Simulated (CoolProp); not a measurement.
Vapour-liquid equilibrium of R134a (1) + R123 (2) at 225 K; x and y are mole fractions of (1).

The numbers come from the multi-fluid Helmholtz-energy mixture model, Tillner-Roth 1994 and Younglove 1994; pair parameters Bell 2016 in CoolProp.

```csv
x,"bubble pressure, mixture model (kPa)","bubble pressure, Raoult's law (kPa)","y, mixture model","y, Raoult's law"
0.05,4.444,3.563,0.566,0.460
0.15,8.981,6.637,(withheld),0.741
0.25,(withheld),9.712,0.879,0.844
0.35,16.49,12.79,0.915,0.897
0.45,19.48,15.86,0.936,0.930
0.55,22.07,18.93,0.951,0.952
0.65,24.40,22.01,0.962,0.968
0.75,26.62,25.08,0.972,0.980
0.85,28.89,28.16,(withheld),0.989
0.95,31.38,31.23,0.994,0.997
```

Question: Complete the blanks.

Answer: 
- 0.15, y, mixture model: 0.806
- 0.25, bubble pressure, mixture model (kPa): 13.01
- 0.85, y, mixture model: 0.982

The largest gap from Raoult's law is +35.3 % in bubble pressure, at x = 0.15. No azeotrope shows between x = 0.05 and 0.95.

The pair parameters rest on a limited set of measurements; away from them the model extrapolates.
